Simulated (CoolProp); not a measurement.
Cyclopentane along the isobar 3.66 bar: fugacity coefficient from the reference equation and from simpler models built on Tc = 511.7 K, pc = 45.83 bar, ω = 0.202; each cubic takes its own stable root.

Computed with CoolProp (reference Helmholtz-energy equation of state, Gedanitz 2015).

```csv
T (K),phase,reference
456.7,gas,0.9595
462.9,gas,0.9612
469.1,gas,0.9628
475.3,gas,0.9643
481.6,gas,0.9658
487.8,gas,0.9672
494,gas,0.9685
500.2,gas,0.9697
506.4,gas,0.9709
512.7,gas,0.9721
518.9,gas,0.9731
525.1,gas,0.9742
531.3,gas,0.9751
537.6,gas,0.9761
543.8,gas,0.9770
550,gas,0.9778
```

Q: How far does each simpler model (van der Waals, Redlich-Kwong, Soave-Redlich-Kwong, Peng-Robinson) lie from the reference over these 16 states: mean and median of the absolute difference, and the worst?

A: 
- van der Waals: mean 0.6 %, median 0.5 %, worst +1.0 % at 456.7 K and 3.66 bar
- Redlich-Kwong: mean 0.1 %, median 0.1 %, worst +0.3 % at 456.7 K and 3.66 bar
- Soave-Redlich-Kwong: mean 0.1 %, median 0.1 %, worst +0.2 % at 456.7 K and 3.66 bar
- Peng-Robinson: mean 0.2 %, median 0.2 %, worst -0.2 % at 525.1 K and 3.66 bar
